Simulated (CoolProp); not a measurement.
Computed with CoolProp (reference Helmholtz-energy equation of state, Thol 2021).

Problem. For chlorine, give the phase and the speed of sound (m/s) at 53.25 °C and 2.56 bar; 118.35 °C and 2.56 bar.

Solution. 
- 53.25 °C and 2.56 bar: gas; speed of sound 222
- 118.35 °C and 2.56 bar: gas; speed of sound 243
